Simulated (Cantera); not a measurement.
Charge: 1 mol BN, 9 mol H₂O, 4.4 mol N₂, at 0.0330 bar.

These are equilibrium values from Cantera (NASA tables, ideal gas, pure condensed phases), not measurements of a reactor. Candidate condensed phases: B, BN, B₂O₃, B₃O₃H₃, H₂O; 39 gas species. Gases not in the tables: H₃BO₃. Kinetics and transport are ignored. All values below are at 1325 K.

Base state: H₂O 0.526, N₂ 0.350, H₂ 0.107, HBO₂ 0.0165, (HBO₂)₃ 0.000527, B₂O₃ 1.11e-5 (mole fractions); condensed: B₂O₃(l).

**Question.** What changes in the equilibrium state with this change: pressure from 0.0330 bar to 2.40e-5 bar?

**Answer.** 
```json
[
 {"species": "H₂O", "before": "0.526", "after": "0.486"},
 {"species": "N₂", "before": "0.350", "after": "0.340"},
 {"species": "H₂", "before": "0.107", "after": "0.104"},
 {"species": "HBO₂", "before": "0.0165", "after": "0.0690"},
 {"species": "(HBO₂)₃", "before": "0.000527", "after": "2.04e-8"},
 {"species": "H", "before": "2.95e-6", "after": "0.000108"},
 {"species": "B₂O₃", "before": "1.11e-5", "after": "0.000210"},
 {"species": "B₂O₃(l), mol", "before": "0.373", "after": "0"}
]
```
